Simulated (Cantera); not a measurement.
## Hydrocarbon pyrolysis for carbon deposition

An isothermal, constant-pressure homogeneous reactor starts with 16.1 % CH4, 83.9 % N2, at 1675 K and 760 Torr.

Computed with Cantera and GRI-Mech 3.0 (53 species, 325 reactions). GRI-Mech 3.0 stops at C3 and has no aromatics, soot or wall deposition, so with more carbon than oxygen in the feed, carbon stays in small species such as C2H2 where larger ones or solid carbon would form.

```tsv
t (s)	x CH4	x CH3	x C2H	x C2H4	x CH2	x H	x C2H2
0.000100	0.161	0.000224	<1e-12	7.68e-6	1.53e-8	3.49e-7	4.09e-8
0.000316	0.160	0.000474	1.82e-11	0.000140	6.55e-8	7.59e-7	3.58e-6
0.00100	0.156	0.000800	5.72e-10	0.00150	1.82e-7	2.70e-6	0.000198
0.00316	0.136	0.000790	8.72e-9	0.00545	2.04e-7	9.50e-6	0.00499
0.0100	0.101	0.000499	2.91e-8	0.00266	1.13e-7	1.92e-5	0.0230
0.0316	0.0594	0.000281	5.00e-8	0.000978	6.26e-8	3.08e-5	0.0428
0.100	0.0253	0.000123	6.91e-8	0.000714	2.92e-8	4.23e-5	0.0578
0.316	0.00878	4.49e-5	8.09e-8	0.000772	1.13e-8	4.95e-5	0.0649
1.00	0.00414	2.16e-5	8.51e-8	0.000808	5.60e-9	5.21e-5	0.0669
```
x: mole fraction; the columns are a selection and need not sum to one.

Equilibrium at this temperature and pressure: CH4 0.00248, CH3 1.29e-5, C2H 3.61e-8, C2H4 0.000348, CH2 3.34e-9, H 5.26e-5, C2H2 0.0285 (gas phase only).
